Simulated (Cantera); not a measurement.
Input (Python, Cantera):

```python
import numpy as np
import cantera as ct

gas = ct.Solution("gri30.yaml")
gas.TPX = 1650, 500000, {'C2H4': 1, 'O2': 2.14, 'N2': 13.3, 'H2O': 3.2}
reactor = ct.IdealGasReactor(gas, energy="on", clone=False)
net = ct.ReactorNet([reactor])
net.rtol, net.atol = 1e-08, 1e-16
show = ['C2H4', 'O2', 'H2O', 'NO', 'HCN', 'C2H6', 'CH3']
times = np.geomspace(1e-06, 1, 15)

steps = ct.SolutionArray(gas, extra=["t"])
rows = []
print(f"{'t/s':>10s}{'T/K':>9s}{'P/Pa':>11s}" + "".join(f"{s:>11s}" for s in show))
for t in times:
    while net.time < t:
        t_next = net.step()
        steps.append(gas.state, t=t_next)
    rows.append([np.interp(t, steps.t, y) for y in (steps.T, steps.P, *steps(*show).X.T)])
    print(f"{t:10.3e}{rows[-1][0]:9.1f}{rows[-1][1]:11.4g}" + "".join(f"{x:11.3e}" for x in rows[-1][2:]))
rate = np.gradient(steps.T, steps.t)
print("integrator steps:", len(steps.t))
if steps.T.max() > steps.T[0] + 200:
    print(f"time of steepest temperature rise: {steps.t[rate.argmax()]:.4e} s")
gas.TPX = 1650, 500000, {'C2H4': 1, 'O2': 2.14, 'N2': 13.3, 'H2O': 3.2}
gas.equilibrate("UV")
print(f"equilibrium (UV): T = {gas.T:.1f} K  " + "  ".join(f"{s} {gas[s].X[0]:.3e}" for s in show))
```

Output:

```
       t/s      T/K       P/Pa       C2H4         O2        H2O         NO        HCN       C2H6        CH3
 1.000e-06   1649.9      5e+05  5.090e-02  1.090e-01  1.629e-01  3.392e-14  3.220e-15  4.277e-10  1.099e-06
 2.683e-06   1650.7  5.005e+05  4.998e-02  1.082e-01  1.630e-01  2.561e-11  1.398e-11  9.368e-07  1.883e-04
 7.197e-06   2567.4  8.331e+05  5.768e-13  7.955e-03  1.947e-01  7.757e-05  5.554e-06  8.183e-18  2.937e-09
 1.931e-05   2777.4  8.889e+05  8.253e-20  2.446e-03  2.055e-01  2.135e-04  3.706e-09  1.042e-24  2.069e-12
 5.179e-05   2804.7  8.959e+05  1.095e-19  1.815e-03  2.077e-01  4.593e-04  7.343e-09  1.369e-24  2.452e-12
 1.389e-04   2801.9  8.951e+05  1.141e-19  1.745e-03  2.076e-01  1.028e-03  1.207e-08  1.446e-24  2.500e-12
 3.728e-04   2796.3  8.935e+05  1.221e-19  1.634e-03  2.073e-01  2.047e-03  2.072e-08  1.584e-24  2.580e-12
 1.000e-03   2792.3  8.924e+05  1.281e-19  1.559e-03  2.071e-01  2.766e-03  2.706e-08  1.690e-24  2.637e-12
 2.683e-03   2792.0  8.923e+05  1.286e-19  1.553e-03  2.071e-01  2.830e-03  2.764e-08  1.700e-24  2.642e-12
 7.197e-03   2792.0  8.923e+05  1.286e-19  1.553e-03  2.071e-01  2.830e-03  2.764e-08  1.700e-24  2.642e-12
 1.931e-02   2792.0  8.923e+05  1.286e-19  1.553e-03  2.071e-01  2.830e-03  2.764e-08  1.700e-24  2.642e-12
 5.179e-02   2792.0  8.923e+05  1.286e-19  1.553e-03  2.071e-01  2.830e-03  2.764e-08  1.700e-24  2.642e-12
 1.389e-01   2792.0  8.923e+05  1.286e-19  1.553e-03  2.071e-01  2.830e-03  2.764e-08  1.700e-24  2.642e-12
 3.728e-01   2792.0  8.923e+05  1.286e-19  1.553e-03  2.071e-01  2.830e-03  2.764e-08  1.700e-24  2.642e-12
 1.000e+00   2792.0  8.923e+05  1.286e-19  1.553e-03  2.071e-01  2.830e-03  2.764e-08  1.700e-24  2.642e-12
integrator steps: 1494
time of steepest temperature rise: 5.5095e-06 s
equilibrium (UV): T = 2792.0 K  C2H4 1.391e-19  O2 1.553e-03  H2O 2.071e-01  NO 2.830e-03  HCN 2.764e-08  C2H6 2.217e-24  CH3 3.106e-12
```

Computed with Cantera and GRI-Mech 3.0 (53 species, 325 reactions). GRI-Mech 3.0 was tuned for natural gas; its chemistry of ethylene as a main component is partial and can be far from experiment.
